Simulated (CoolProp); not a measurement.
Vapour-liquid equilibrium of carbon dioxide (1) + neopentane (2) at 262.1 K; x and y are mole fractions of (1).

Model: multi-fluid Helmholtz-energy mixture model, Span 1996 and Lemmon 2006; pair parameters Bell 2016, in CoolProp.

Give the bubble pressure and the first vapour's composition at x = 0.15, 0.35, 0.45. Is there an azeotrope?

x = 0.15: 0.5773 MPa, y = 0.921; x = 0.35: 1.194 MPa, y = 0.962; x = 0.45: 1.420 MPa, y = 0.969. No azeotrope shows between x = 0.05 and 0.95.

Pair parameters are fitted to limited data, so mixtures are less certain than the pure fluids. The gap from Raoult's law changes sign with composition, which may be real or a fault of the pair parameters; it wasn't checked against measurements.
